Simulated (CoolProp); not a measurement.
A closed Brayton cycle with carbon dioxide: compressor inlet 330.15 K and 9.1 MPa, high pressure 26.2 MPa, turbine inlet 825 K, compressor efficiency 0.85, turbine efficiency 0.93, recuperator effectiveness 0.9 (on enthalpy, no pinch check). Each further row changes one setting.

Values from CoolProp's reference Helmholtz-energy equation of state, Span 1996.

```
case                           thermal efficiency (%)  net work (kJ/kg)  compressor to turbine work  compressor exit (K)  turbine exit (K)
-----------------------------  ----------------------  ----------------  --------------------------  -------------------  ----------------
as stated                                        34.1              87.2                        0.39                417.4             694.6
turbine inlet 775 K                              32.2              77.2                           ?                417.4                 ?
compressor inlet 340.15 K                        32.9                 ?                        0.44                434.7             694.6
high pressure 22.3 MPa                              ?              77.2                        0.37                    ?                 ?
recuperator effectiveness 0.5                    22.7              87.2                        0.39                417.4             694.6
```

Complete the blanks.


- turbine inlet 775 K, compressor to turbine work: 0.42
- turbine inlet 775 K, turbine exit (K): 649.3
- compressor inlet 340.15 K, net work (kJ/kg): 80.2
- high pressure 22.3 MPa, thermal efficiency (%): 33.3
- high pressure 22.3 MPa, compressor exit (K): 403.8
- high pressure 22.3 MPa, turbine exit (K): 713.9
